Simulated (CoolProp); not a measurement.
Vapour pressure (kPa) of R1336mzz(E): the reference equation beside estimates from Tc = 403.5 K, pc = 2779 kPa, ω = 0.413. Clausius-Clapeyron is anchored at 248.5 K with a constant enthalpy of vaporisation of 27.80 kJ/mol.

Computed with CoolProp (reference Helmholtz-energy equation of state, Akasaka 2023).

```csv
T (K),reference,Lee-Kesler,Clausius-Clapeyron,van der Waals,Redlich-Kwong,Soave-Redlich-Kwong,Peng-Robinson
211.4,1.767,1.804,2.055,105.2,11.71,1.842,2.005
220.7,3.672,3.701,4.002,138.4,20.05,3.764,4.025
230,7.081,7.086,7.384,178.3,32.49,7.176,7.560
239.2,12.73,12.69,12.92,225.0,50.04,12.80,13.32
248.5,21.79,21.70,21.79,280.1,74.40,21.82,22.46
257.8,35.54,35.40,35.41,343.6,106.8,35.50,36.20
267,55.31,55.16,55.36,415.3,148.3,55.20,55.87
276.3,83.34,83.26,84.39,497.2,201.1,83.22,83.69
```

Absolute difference from the reference over all 8 rows, mean and median: Lee-Kesler 0.6 and 0.4 %, Clausius-Clapeyron 4.1 and 1.4 %, van der Waals 2101.0 and 1426.5 %, Redlich-Kwong 301.5 and 267.3 %, Soave-Redlich-Kwong 1.2 and 0.4 %, Peng-Robinson 5.1 and 3.9 %.
